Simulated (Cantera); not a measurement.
Charge: 1 mol Ti, 1.6 mol O₂, 30 mol H₂, equilibrated at 1925 K and 26.3 Torr.

Cantera equilibrium calculation (NASA polynomials, part measured and part estimated; ideal gas, pure solids and liquids). Candidate condensed phases: H₂O, Ti, TiO, TiO₂, Ti₂O₃, Ti₃O₅, Ti₄O₇; 12 gas species. Kinetics and transport are ignored.

Base state: H₂ 0.944, H₂O 0.0510, H 0.00497, OH 2.32e-5 (mole fractions); condensed: Ti₃O₅(s).

Q: What changes in the equilibrium state with this change: temperature from 1925 K to 2075 K?

A: 
```tsv
species	before	after
H₂	0.944	0.938
H₂O	0.0510	0.0479
H	0.00497	0.0138
TiO₂	1.04e-6	1.13e-5
OH	2.32e-5	8.04e-5
Ti₃O₅(s), mol	0.333	0
Ti₄O₇(l), mol	0	0.250
```
Condensed phases not in the tables: Magnéli phases beyond Ti₄O₇.

Q: What changes in the equilibrium state with this change: pressure from 26.3 Torr to 7.50 Torr?

A: 
```csv
species,before,after
H₂,0.944,0.940
H₂O,0.0510,0.0508
H,0.00497,0.00927
OH,2.32e-5,4.33e-5
"Ti₃O₅(s), mol",0.333,0.333
```

Q: What changes in the equilibrium state with this change: temperature from 1925 K to 2023 K?

A: 
```csv
species,before,after
H₂,0.944,0.942
H₂O,0.0510,0.0480
H,0.00497,0.00985
OH,2.32e-5,5.23e-5
"Ti₃O₅(s), mol",0.333,0
"Ti₄O₇(l), mol",0,0.250
```
Condensed phases not in the tables: Magnéli phases beyond Ti₄O₇.
